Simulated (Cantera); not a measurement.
What does this Cantera script print?

```python
import numpy as np
import cantera as ct

gas_names = """
    CL CL2 H HCL H2 Si SiCL SiCL2 SiCL3 SiCL4 SiH SiHCL3 SiH2 SiH2CL2 SiH3 SiH3CL SiH4 Si2 Si3
""".split()
cond_names = """
    Si(cr) Si(L)
""".split()


# ... load() reads the species with a 1 bar reference pressure and builds the phases ...
atoms = {
    'Si3H8': {'Si': 3, 'H': 8},
    'Cl2': {'CL': 2},
    'H2': {'H': 2},
}
top_T = {}  # K; cautious upper limits of use, not melting points


# ... equilibrate(T, P, feed) seeds the gas with the atoms and calls Mixture.equilibrate('TP', solver="vcs", rtol=1e-11, max_steps=5000) ...
results = []
feed = {'Si3H8': 1, 'Cl2': 0.13, 'H2': 15}  # mol
P = 14000  # Pa
for T in [1200, 1250, 1300, 1350, 1400, 1450, 1500, 1550, 1600, 1650, 1700, 1750]:
    mix = equilibrate(T, P, feed)
    results.append((T, P, feed, dict(zip(mix.species_names, mix.species_moles))))

top = {s: max(r[3][s] / sum(r[3][g] for g in gas_names) for r in results) for s in gas_names}
cols = sorted((s for s in top if top[s] > 0.001), key=lambda s: -top[s])[:5]
seen = [c for c in cond_names if any(r[3].get(c, 0) > 1e-12 for r in results)]
print("log10 of partial pressures in bar; condensed amounts in mol")
print(f"{'T/K':>10s}" + "".join(f"{s[:9]:>10s}" for s in cols + seen))
for T, P, feed, n in results:
    ng = sum(n[g] for g in gas_names)
    print(f"{T:10.4g}" + "".join(f"{np.log10(max(n[s] / ng * P / 1e5, 1e-99)):10.3f}" for s in cols)
          + "".join(f"{n.get(c, 0):10.4g}" for c in seen))
```

Output:

```
log10 of partial pressures in bar; condensed amounts in mol
       T/K        H2       HCL    Si(cr)     Si(L)
      1200    -0.859    -2.770     2.989         0
      1250    -0.860    -2.759      2.99         0
      1300    -0.860    -2.755     2.991         0
      1350    -0.860    -2.754     2.991         0
      1400    -0.860    -2.754      2.99         0
      1450    -0.860    -2.755      2.99         0
      1500    -0.860    -2.756      2.99         0
      1550    -0.860    -2.757      2.99         0
      1600    -0.860    -2.758     2.989         0
      1650    -0.860    -2.759     2.989         0
      1700    -0.860    -2.759         0     2.989
      1750    -0.860    -2.756         0     2.989
```

Equilibrium computed with Cantera from the NASA thermochemical tables; the gas is ideal and each condensed phase is pure. The feed counts by its element totals alone. The tables' values for SiCl3 are old estimates; treat these amounts as uncertain. Gases not in the tables: Si2H6 and higher silanes.
